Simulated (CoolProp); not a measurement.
R236EA along the isotherm 412 K: density (kg/m³) from the reference equation and from simpler models built on Tc = 412.4 K, pc = 3.414 MPa, ω = 0.368; each cubic takes its own stable root.

Computed with CoolProp (reference Helmholtz-energy equation of state, Rui 2013).

| p (MPa) | phase | reference |
|---|---|---|
| 0.4 | gas | 18.52 |
| 0.8 | gas | 38.83 |
| 1.2 | gas | 61.43 |
| 1.6 | gas | 87.08 |
| 2 | gas | 117.1 |
| 2.4 | gas | 153.9 |
| 2.8 | gas | 203.5 |
| 3.2 | gas | 289.6 |
| 3.6 | liquid | 813.8 |
| 4 | liquid | 873.2 |
| 4.4 | liquid | 907.1 |
| 4.8 | liquid | 931.7 |
| 5.2 | liquid | 951.5 |
| 5.6 | liquid | 968.1 |
| 6 | liquid | 982.6 |

### Question
How far does each simpler model (van der Waals, Redlich-Kwong, Soave-Redlich-Kwong, Peng-Robinson) lie from the reference over these 15 states: mean and median of the absolute difference, and the worst?

### Answer
- van der Waals: mean 17.1 %, median 11.2 %, worst -34.3 % at 412 K and 3.6 MPa
- Redlich-Kwong: mean 8.9 %, median 4.0 %, worst -22.9 % at 412 K and 3.6 MPa
- Soave-Redlich-Kwong: mean 8.8 %, median 3.8 %, worst -22.6 % at 412 K and 3.6 MPa
- Peng-Robinson: mean 5.1 %, median 2.7 %, worst -14.8 % at 412 K and 3.6 MPa
